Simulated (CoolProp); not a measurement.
Vapour-liquid equilibrium of toluene (1) + o-xylene (2) at 0.327 MPa; x and y are mole fractions of (1).

The numbers come from the multi-fluid Helmholtz-energy mixture model, Lemmon 2006 and Zhou 2012; pair parameters Bell 2016 in CoolProp.

```
x     bubble temperature, mixture model (K)  bubble temperature, Raoult's law (K)  y, mixture model  y, Raoult's law
----  -------------------------------------  ------------------------------------  ----------------  ---------------
0.05                                  465.6                                 465.4             0.091            0.100
0.2                                   458.7                                 458.2             0.329            0.348
0.35                                  452.2                                 451.8             0.521            0.539
0.5                                   446.4                                 446.1             0.673            0.688
0.65                                  441.1                                 441.0             0.794            0.806
0.8                                   436.4                                 436.4             0.893            0.900
0.95                                  432.2                                 432.2             0.975            0.977
```

The largest gap from Raoult's law is +0.5 K in bubble temperature, at x = 0.2. No azeotrope shows between x = 0.05 and 0.95.

Pair parameters are fitted to limited data, so mixtures are less certain than the pure fluids.
